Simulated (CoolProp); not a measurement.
Properties of the fluoroketone C6F12O (FK-5-1-12) at several states.

Values from CoolProp's reference Helmholtz-energy equation of state, McLinden 2015.

| T (K) | p (MPa) | phase | density (kg/m³) | cv (kJ/(kg K)) | speed of sound (m/s) | fugacity coefficient |
|---|---|---|---|---|---|---|
| 212.4 | 1.36 | liquid | 1844 | ? | ? | 0.0001267 |
| 268.6 | 6.79 | liquid | 1710 | ? | 639.1 | 0.002499 |
| 375.6 | 0.426 | gas | ? | 0.9267 | ? | 0.8567 |
| 331.7 | 0.0481 | gas | ? | ? | 92.50 | 0.9742 |
| 489.6 | 0.0137 | gas | 1.065 | ? | 114.7 | 0.9983 |
| 348.7 | 0.0502 | gas | 5.600 | 0.8809 | 95.14 | 0.9777 |

Question: Complete the blanks.

Answer: 
- 212.4, cv (kJ/(kg K)): 0.8850
- 212.4, speed of sound (m/s): 790.1
- 268.6, cv (kJ/(kg K)): 0.8766
- 375.6, density (kg/m³): 51.82
- 375.6, speed of sound (m/s): 84.14
- 331.7, density (kg/m³): 5.662
- 331.7, cv (kJ/(kg K)): 0.8657
- 489.6, cv (kJ/(kg K)): 1.027
